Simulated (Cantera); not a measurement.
MgSO4 + O2 (calcination and drying)

Input: 1 mol MgSO4, 14 mol O2, equilibrated at 1330 Pa.

Method: chemical equilibrium by Gibbs-energy minimisation in Cantera with the NASA 1993 tables (ideal gas, pure condensed phases). Candidate condensed phases: Mg, MgO, MgS, MgSO4, S; 14 gas species. Mutual solubility and eutectic melting of coexisting phases are not modelled. Kinetics and transport are ignored.

| T (°C) | x O2 | x SO2 | x O | x SO3 | x SO | n MgSO4(s) | n MgO(s) |
|---|---|---|---|---|---|---|---|
| 602 | 1.000 | 2.82e-6 | 1.78e-11 | 3.16e-6 | <1e-12 | 1.000 | 0 |
| 752 | 0.994 | 0.00552 | 2.85e-9 | 0.000862 | <1e-12 | 0.910 | 0.0902 |
| 902 | 0.935 | 0.0624 | 1.22e-7 | 0.00220 | 2.41e-10 | 0 | 1.00 |
| 1052 | 0.935 | 0.0638 | 2.31e-6 | 0.000735 | 8.19e-9 | 0 | 1.00 |
| 1202 | 0.935 | 0.0642 | 2.40e-5 | 0.000305 | 1.34e-7 | 0 | 1.00 |
| 1352 | 0.935 | 0.0644 | 0.000163 | 0.000149 | 1.30e-6 | 0 | 1.00 |
| 1502 | 0.935 | 0.0644 | 0.000802 | 8.26e-5 | 8.60e-6 | 0 | 1.00 |
| 1652 | 0.933 | 0.0643 | 0.00308 | 5.02e-5 | 4.23e-5 | 0 | 1.000 |
| 1802 | 0.926 | 0.0640 | 0.00971 | 3.26e-5 | 0.000165 | 0 | 1.000 |
x: gas mole fraction; n: condensed amount in mol.

At 602 °C the condensed part is MgSO4(s). At 752 °C the condensed part is MgO(s) + MgSO4(s). From 902 °C to 1802 °C the condensed part is MgO(s).
